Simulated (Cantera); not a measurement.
Input (Python, Cantera) and output of one run.

```python
import numpy as np
import cantera as ct

gas_names = """
    AL ALH ALO ALOH ALO2 ALO2H AL2 AL2O AL2O2 H HALO HO2 H2 H2O H2O2 O OH O2 O3 Si SiH SiH2 SiH3 SiH4
    SiO SiO2 Si2 Si3
""".split()
cond_names = """
    AL(cr) AL(L) AL2O3(a) AL2O3(L) AL2SiO5(an) AL6Si2O13(s) H2O(s) H2O(L) Si(cr) Si(L) SiO2(Lqz)
    SiO2(hqz) SiO2(L)
""".split()


# ... load() reads the species with a 1 bar reference pressure and builds the phases ...
atoms = {
    'SiO2': {'Si': 1, 'O': 2},
    'Al2O3': {'AL': 2, 'O': 3},
    'H2O': {'H': 2, 'O': 1},
}
top_T = {'AL2SiO5(an)': 2000, 'AL6Si2O13(s)': 2100}  # K; cautious upper limits of use, not melting points


# ... equilibrate(T, P, feed) seeds the gas with the atoms and calls Mixture.equilibrate('TP', solver="vcs", rtol=1e-11, max_steps=5000) ...
results = []
T = 2025  # K
P = 160000  # Pa
for m in [0.26, 0.5, 0.73, 0.97, 1.2, 1.4, 1.7, 1.9, 2.2]:
    feed = {'SiO2': 1, 'Al2O3': m, 'H2O': 0.78}  # mol
    mix = equilibrate(T, P, feed)
    results.append((T, P, feed, dict(zip(mix.species_names, mix.species_moles))))

top = {s: max(r[3][s] / sum(r[3][g] for g in gas_names) for r in results) for s in gas_names}
cols = sorted((s for s in top if top[s] > 0.0001), key=lambda s: -top[s])[:9]
seen = [c for c in cond_names if any(r[3].get(c, 0) > 1e-12 for r in results)]
print("log10 of partial pressures in bar; condensed amounts in mol")
print(f"{'n(Al2O3)':>10s}" + "".join(f"{s[:9]:>10s}" for s in cols + seen))
for T, P, feed, n in results:
    ng = sum(n[g] for g in gas_names)
    print(f"{feed['Al2O3']:10.4g}" + "".join(f"{np.log10(max(n[s] / ng * P / 1e5, 1e-99)):10.3f}" for s in cols)
          + "".join(f"{n.get(c, 0):10.4g}" for c in seen))
```

Output:

```
log10 of partial pressures in bar; condensed amounts in mol
  n(Al2O3)       H2O        H2        O2        OH         H  AL2O3(a) AL6Si2O13   SiO2(L)
      0.26     0.200    -2.044    -2.431    -2.475    -3.737         0   0.08667    0.8267
       0.5     0.200    -2.044    -2.431    -2.475    -3.737         0    0.1667    0.6667
      0.73     0.200    -2.044    -2.431    -2.475    -3.737         0    0.2433    0.5133
      0.97     0.200    -2.044    -2.431    -2.475    -3.737         0    0.3233    0.3533
       1.2     0.200    -2.044    -2.431    -2.475    -3.737         0       0.4       0.2
       1.4     0.200    -2.044    -2.431    -2.475    -3.737         0    0.4667   0.06667
       1.7     0.200    -2.044    -2.431    -2.475    -3.737       0.2       0.5         0
       1.9     0.200    -2.044    -2.431    -2.475    -3.737       0.4       0.5         0
       2.2     0.200    -2.044    -2.431    -2.475    -3.737       0.7       0.5         0
```

Method: chemical equilibrium by Gibbs-energy minimisation in Cantera with the NASA 1993 tables (ideal gas, pure condensed phases). Mutual solubility and eutectic melting of coexisting phases are not modelled. The tables hold silica as quartz up to 1696 K and as liquid above; real silica turns to tridymite and cristobalite and melts near 1996 K. Condensed phases not in the tables: alloys, solid solutions and most ternary compounds. Gases not in the tables: Si(OH)4, Al(OH)3.
